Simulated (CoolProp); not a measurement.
Dodecamethylpentasiloxane (MD3M) along the isotherm 620 K: Z from the reference equation and from simpler models built on Tc = 628.0 K, pc = 954.0 kPa, ω = 0.730; each cubic takes its own stable root.

Values from CoolProp's reference Helmholtz-energy equation of state, Thol 2019.

| p (kPa) | phase | reference | van der Waals | Redlich-Kwong | Soave-Redlich-Kwong | Peng-Robinson |
|---|---|---|---|---|---|---|
| 143 | gas | 0.9398 | 0.9522 | 0.9451 | 0.9441 | 0.9384 |
| 286 | gas | 0.8741 | 0.8998 | 0.8855 | 0.8833 | 0.8721 |
| 429 | gas | 0.8008 | 0.8412 | 0.8195 | 0.8156 | 0.7993 |
| 572 | gas | 0.7158 | 0.7732 | 0.7438 | 0.7374 | 0.7163 |
| 715 | gas | 0.6082 | 0.6888 | 0.6507 | 0.6392 | 0.6140 |
| 1000 | liquid | 0.1710 | 0.2806 | 0.2297 | 0.2179 | 0.1958 |
| 1140 | liquid | 0.1882 | 0.2970 | 0.2430 | 0.2344 | 0.2105 |
| 1290 | liquid | 0.2074 | 0.3206 | 0.2612 | 0.2540 | 0.2281 |
| 1430 | liquid | 0.2257 | 0.3442 | 0.2795 | 0.2730 | 0.2450 |
